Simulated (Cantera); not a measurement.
Source: NASA polynomial tables (part measured, part estimated), evaluated in Cantera. Values are per mole of reaction as written; species without (g) are pure solids or liquids, kept so even where they would boil at 1 bar.

CCl4(g) + 2 Fe ⇌ C + 2 FeCl2

| T (K) | ΔH° (kJ) | ΔS° (J/K) | ΔG° (kJ) | log10 K | condensed phases |
|---|---|---|---|---|---|
| 450 | ? | ? | ? | ? | Fe(α), C(graphite), FeCl2(s) |
| 650 | ? | ? | ? | ? | Fe(α), C(graphite), FeCl2(s) |
| 850 | ? | ? | ? | ? | Fe(α), C(graphite), FeCl2(s) |
| 1050 | -490.2 | -9.6 | -480.1 | 23.88 | Fe(α), C(graphite), FeCl2(l) |
| 1250 | -484.7 | -5.0 | -478.5 | 20.00 | Fe(γ), C(graphite), FeCl2(l) |
| 1450 | -474.5 | 2.6 | -478.3 | 17.23 | Fe(γ), C(graphite), FeCl2(l) |
| 1650 | -464.9 | 8.9 | -479.5 | 15.18 | Fe(γ), C(graphite), FeCl2(l) |

Problem. Fill in the missing entries.

Solution. 
- 450, ΔH° (kJ): -584.1
- 450, ΔS° (J/K): -112.7
- 450, ΔG° (kJ): -533.4
- 450, log10 K: 61.91
- 650, ΔH° (kJ): -580.0
- 650, ΔS° (J/K): -105.2
- 650, ΔG° (kJ): -511.7
- 650, log10 K: 41.12
- 850, ΔH° (kJ): -577.0
- 850, ΔS° (J/K): -101.0
- 850, ΔG° (kJ): -491.1
- 850, log10 K: 30.18
